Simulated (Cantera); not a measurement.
SiCl4 + O3 + N2 (silicon oxide and oxynitride deposition)

Input: 1 mol SiCl4, 0.93 mol O3, 21 mol N2, at 777 °C and 0.00133 bar.

Equilibrium computed with Cantera from the NASA thermochemical tables; the gas is ideal and each condensed phase is pure. Candidate condensed phases: Si, SiO2, Si2N2O, Si3N4; 23 gas species. Rates play no part.

The x(N2) is 0.895, the x(Cl2) comes out as 0.0821 and the x(O2) is 0.0168. The x(Cl) comes out as 0.00622 and the x(NO) is 1.59e-5. The x(ClO) is 1.61e-6. The n(SiO2(β-quartz)) is 1.00 mol. The gas amount is 23.47 mol. The log10 activity of Si(s) (absent) is -31.24.
